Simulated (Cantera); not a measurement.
A closed system holds: 1 mol CuO, 1.9 mol CO, at 1825 K and 0.140 bar.

Cantera equilibrium calculation (NASA polynomials, part measured and part estimated; ideal gas, pure solids and liquids). Candidate condensed phases: C, Cu, CuO, Cu2O; 15 gas species. Kinetics and transport are ignored.

Base state: CO2 0.524, CO 0.471, Cu 0.00514, Cu2 1.10e-5 (mole fractions); condensed: Cu(l).

Question: What changes in the equilibrium state with this change: CuO replaced by Ta2O5?

Answer: 
| species | before | after |
|---|---|---|
| CO | 0.471 | 0.999 |
| CO2 | 0.524 | 0.00116 |
| Cu | 0.00514 | 0 |
| Cu2 | 1.10e-5 | 0 |
| Cu(l), mol | 0.990 | 0 |
| TaC(s), mol | 0 | 0.000629 |
| Ta2O5(s), mol | 0 | 1.000 |
Mutual solubility and eutectic melting of coexisting phases are not modelled. TaC: taken at fixed stoichiometry. Condensed phases not in the tables: Ta2C. Further candidate phases: Ta, TaC, Ta2O5.
